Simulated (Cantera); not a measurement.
A Cantera script and what it prints.

```python
import numpy as np
import cantera as ct

gas_names = """
    C CO CO2 C2 C2O C3 C3O2 C4 C5 O O2 O3 Pb PbO Pb2
""".split()
cond_names = """
    C(gr) Pb(cr) Pb(L) PbO(rd) PbO(yw) PbO(L) PbO2(s) Pb3O4(s)
""".split()


def load(file, names, dense=False):
    # The tables refer to 1 bar. Condensed volumes are neglected.
    table = {s.name: s for s in ct.Species.list_from_file(file)}
    out = []
    for n in names:
        d = dict(table[n].input_data)
        d["thermo"] = dict(d["thermo"], **{"reference-pressure": 1e5})
        if dense:
            d["equation-of-state"] = {"model": "constant-volume", "density": "1e6 g/cm^3"}
        out.append(ct.Species.from_dict(d))
    return out


gas = ct.Solution(thermo="ideal-gas", species=load("nasa_gas.yaml", gas_names))
cond = {s.name: ct.Solution(thermo="fixed-stoichiometry", species=[s], name=s.name)
        for s in load("nasa_condensed.yaml", cond_names, dense=True)}
atoms = {
    'PbO': {'Pb': 1, 'O': 1},
    'C': {'C': 1},
    'CO': {'C': 1, 'O': 1},
}
top_T = {'C(gr)': 4500, 'Pb3O4(s)': 820}  # K; cautious upper limits of use, not melting points


def equilibrate(T, P, feed):
    n = {}
    for name, mol in feed.items():
        for a, k in atoms[name].items():
            n[a] = n.get(a, 0.0) + k * mol
    gas.TPX = T, P, n
    mass = sum(n.values()) * gas.mean_molecular_weight
    gas.equilibrate("TP")
    valid = [c for c in cond.values() if c.min_temp <= T <= top_T.get(c.name, c.max_temp)]
    mix = ct.Mixture([(gas, mass / gas.mean_molecular_weight)] + [(c, 0.0) for c in valid])
    mix.T, mix.P = T, P
    mix.equilibrate("TP", solver="vcs", rtol=1e-11, max_steps=5000)
    return mix


results = []
feed = {'PbO': 1, 'C': 2.9, 'CO': 0.025}  # mol
T = 2473  # K
P = 1000  # Pa
mix = equilibrate(T, P, feed)
results.append((T, P, feed, dict(zip(mix.species_names, mix.species_moles))))
print(gas.report(threshold=1e-05))
for i in range(1, mix.n_phases):
    print(f"{mix.phase(i).name:16s} {mix.phase_moles(i):12.5e} mol")
```

Output:

```
       temperature   2473 K
          pressure   1000 Pa
           density   0.0056657 kg/m^3
  mean mol. weight   116.5 kg/kmol
   phase of matter   gas

                          1 kg             1 kmol
                     ---------------   ---------------
          enthalpy        8.7853e+05        1.0234e+08  J
   internal energy        7.0203e+05        8.1783e+07  J
           entropy            2474.4        2.8825e+05  J/K
    Gibbs function       -5.2406e+06        -6.105e+08  J
 heat capacity c_p            282.66             32929  J/K
 heat capacity c_v            211.29             24614  J/K

                      mass frac. Y      mole frac. X     chem. pot. / RT
                     ---------------   ---------------   ---------------
                 C         1.179e-06        1.1436e-05           -3.2378
                CO            0.1217           0.50615           -39.109
                C3        1.0053e-05        3.2501e-05           -9.7135
                Pb           0.87827            0.4938            -20.04
     [  +11 minor]        2.0216e-05        8.6847e-06

C(gr)             1.89977e+00 mol
Pb(L)             0.00000e+00 mol
PbO(L)            0.00000e+00 mol
```

These are equilibrium values from Cantera (NASA tables, ideal gas, pure condensed phases), not measurements of a reactor.
